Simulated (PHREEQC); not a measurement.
4.5 g of hydrous ferric oxide (600 m²/g; 0.2 weak and 0.005 strong sites per Fe, Dzombak-Morel constants, diffuse double layer) in 1 kg of water with 0.3 mol/kgw of an inert sodium salt and 0.00094 mol CuCl2 and 0.0068 mol SrCl2, at 25 °C; the pH is set by adding NaOH or the inert anion's acid. Oxygen is held at 0.21 atm. CO2 from the air is kept out. No solid was allowed to form.

The numbers come from PHREEQC with the ion-association model, wateq4f.dat.

```
pH    Cu sorbed (%)  Sr sorbed (%)  surface charge σ (C/m²)  surface potential ψ (mV)
----  -------------  -------------  -----------------------  ------------------------
4              16.7            0.0                    0.351                       121
4.5            47.7            0.0                    0.323                       117
5              84.9            0.0                    0.278                       110
5.5            97.6            0.0                      ___                        98
6              99.7            0.0                    0.167                        85
6.5            99.9            0.2                    0.118                        69
7             100.0            0.6                    0.079                        52
7.5           100.0            1.8                    0.047                        34
8             100.0            5.0                    0.022                       ___
8.5           100.0           14.0                    0.003                         2
9              99.9           29.5                   -0.009                        -7
9.5            99.5           43.9                   -0.015                       ___
10             97.0           53.2                   -0.020                       ___
10.5           82.0           61.1                      ___                       -18
11              ___            ___                   -0.030                       -23
11.5           17.6           84.6                   -0.040                       -30
12              7.2           93.9                   -0.057                       -39
```

Question: What belongs in the gaps?

Answer: 
- 5.5, surface charge σ (C/m²): 0.222
- 8, surface potential ψ (mV): 17
- 9.5, surface potential ψ (mV): -12
- 10, surface potential ψ (mV): -15
- 10.5, surface charge σ (C/m²): -0.024
- 11, Cu sorbed (%): 44.2
- 11, Sr sorbed (%): 72.4

Along this series the solution becomes supersaturated in solids that the run did not let form, among them Cu(OH)2, Atacamite. Species that the database lacks are ignored. The database's constant for dissolved Cu(OH)2 is higher than later reviews accept.
